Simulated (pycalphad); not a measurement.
All values are pycalphad results on the COST 507 light-alloy database (1999) (1 atm), not direct measurements. The database dates from 1999; later assessments differ in places, in temperatures and in the compounds included. Diffusion is slow at the low end, where real alloys seldom reach equilibrium.

**Cu-8.87Si (at.%): equilibrium cooling sequence**

```
T (K)            phases above          phases below
-------  --------------------  --------------------
1252.4                 liquid          fcc + liquid
1174.1           fcc + liquid                   fcc
792.2                     fcc  CU56SI11_GAMMA + fcc
667 ± 2  CU56SI11_GAMMA + fcc     CU19SI6_ETA + fcc
```

Changes were sought between steps of 40 K, so a narrower field can be missed.

Database names, with the compositions (at.%) that they take in these runs: CU56SI11_GAMMA: Cu 84 Si 16; CU19SI6_ETA: Cu 76 Si 24.
